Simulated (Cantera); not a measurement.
Charge: 1 mol SiH₄, 0.0094 mol C₂H₂, 88 mol H₂, 0.014 mol C₃H₈, equilibrated at 2127 °C and 15000 Pa.

Method: chemical equilibrium by Gibbs-energy minimisation in Cantera with the NASA 1993 tables (ideal gas, pure condensed phases). Candidate condensed phases: C, C₆H₆, C₇H₈, C₈H₁₈, Si, SiC; 87 gas species. Gases not in the tables: Si₂H₆ and higher silanes. Rates play no part.

Base state: H₂ 0.950, H 0.0400, Si 0.00839, SiH 0.000980, SiH₂ 0.000386, Si₂C 0.000368, C₂H₂ (acetylene) 0.000113, Si₂ 0.000111 (mole fractions); condensed: gas only.

**Question.** What changes in the equilibrium state with this change: temperature from 2127 °C to 1675 °C?

**Answer.** 
```tsv
species	before	after
H₂	0.950	0.997
H	0.0400	0.00291
Si	0.00839	0.000155
SiC₂	2.74e-5	1.01e-8
Si₂C	0.000368	3.39e-6
C₂H₂ (acetylene)	0.000113	1.09e-6
Si₂	0.000111	1.41e-6
Si(l), mol	0	0.914
SiC(s), mol	0	0.0600
```
Mutual solubility and eutectic melting of coexisting phases are not modelled.
